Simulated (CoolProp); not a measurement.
Oxygen along the isotherm 170.5 K: Z from the reference equation and from simpler models built on Tc = 154.6 K, pc = 5.046 MPa, ω = 0.022; each cubic takes its own stable root.

Model: reference Helmholtz-energy equation of state, Schmidt 1985, in CoolProp.

```tsv
p (MPa)	phase	reference	Redlich-Kwong	Soave-Redlich-Kwong
0.0798	gas	0.9961	0.9959	0.9960
0.182	gas	0.9910	0.9907	0.9908
0.413	gas	0.9794	0.9788	0.9789
0.941	gas	0.9523	0.9510	0.9512
2.14	gas	0.8870	0.8845	0.8851
4.87	gas	0.7097	0.7078	0.7099
11.1	supercritical	0.4068	0.4438	0.4466
25.2	supercritical	0.6945	0.7125	0.7140
```
